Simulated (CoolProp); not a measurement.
R1234ze(E) along the isotherm 420 K: density (kg/m³) from the reference equation and from simpler models built on Tc = 382.5 K, pc = 36.35 bar, ω = 0.313; each cubic takes its own stable root.

Model: reference Helmholtz-energy equation of state, Thol 2016, in CoolProp.

| p (bar) | phase | reference | Redlich-Kwong | Soave-Redlich-Kwong | Peng-Robinson |
|---|---|---|---|---|---|
| 13.6 | gas | 49.32 | 49.49 | 49.11 | 49.79 |
| 27.3 | gas | 113.0 | 114.4 | 111.8 | 115.1 |
| 40.9 | supercritical | 202.4 | 209.5 | 197.5 | 206.6 |
| 54.5 | supercritical | 348.5 | 372.2 | 324.0 | 343.4 |
| 68.2 | supercritical | … | … | 462.3 | 495.5 |
| 81.8 | supercritical | 653.0 | … | … | 600.3 |
| 95.5 | supercritical | 720.2 | 659.0 | 617.2 | 672.4 |
| 109 | supercritical | 765.1 | 700.0 | 663.4 | … |
| 123 | supercritical | 800.3 | 734.3 | 701.6 | … |
| 136 | supercritical | 826.5 | 761.2 | … | … |
| 150 | supercritical | 850.2 | 786.3 | 758.7 | 834.9 |

Question: What belongs in the gaps?

Answer: 
- 68.2, reference: 537.6
- 68.2, Redlich-Kwong: 522.0
- 81.8, Redlich-Kwong: 604.0
- 81.8, Soave-Redlich-Kwong: 554.6
- 109, Peng-Robinson: 725.5
- 123, Peng-Robinson: 769.5
- 136, Soave-Redlich-Kwong: 731.2
- 136, Peng-Robinson: 803.5
